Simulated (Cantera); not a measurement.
A Cantera script and what it prints.

```python
import numpy as np
import cantera as ct

gas_names = """
    B BCL BCL2 BCL3 BH BH2 BH3 BN B2 CL CL2 H HCL H2 N NH NH2 NH3 N2 N2H2 N2H4
""".split()
cond_names = """
    B(b) B(L) BN(s) NH4CL(a) NH4CL(b)
""".split()


# ... load() reads the species with a 1 bar reference pressure and builds the phases ...
atoms = {
    'BN': {'B': 1, 'N': 1},
    'HCl': {'H': 1, 'CL': 1},
    'H2': {'H': 2},
}
top_T = {'BN(s)': 3200}  # K; cautious upper limits of use, not melting points


# ... equilibrate(T, P, feed) seeds the gas with the atoms and calls Mixture.equilibrate('TP', solver="vcs", rtol=1e-11, max_steps=5000) ...
results = []
feed = {'BN': 1, 'HCl': 12, 'H2': 7.4}  # mol
T = 1048  # K
P = 6.1  # Pa
mix = equilibrate(T, P, feed)
results.append((T, P, feed, dict(zip(mix.species_names, mix.species_moles))))
x = sorted(zip(gas.X, gas.species_names), reverse=True)
print(f"T = {T:g} K  P = {P:g} Pa  gas = {mix.phase_moles(0):.4g} mol")
print("   x: " + "  ".join(f"{s} {v:.3e}" for v, s in x if v > 1e-06))
print("   condensed (mol): " + ("  ".join(f"{mix.phase(i).name} {mix.phase_moles(i):.4g}"
      for i in range(1, mix.n_phases) if mix.phase_moles(i) > 1e-12) or "none"))
```

Result:

```
T = 1048 K  P = 6.1 Pa  gas = 19.4 mol
   x: HCL 6.178e-01  H2 3.818e-01  BCL3 2.465e-04  N2 1.233e-04
   condensed (mol): BN(s) 0.9952
```

Cantera equilibrium calculation (NASA polynomials, part measured and part estimated; ideal gas, pure solids and liquids). Gases not in the tables: BHCl2.
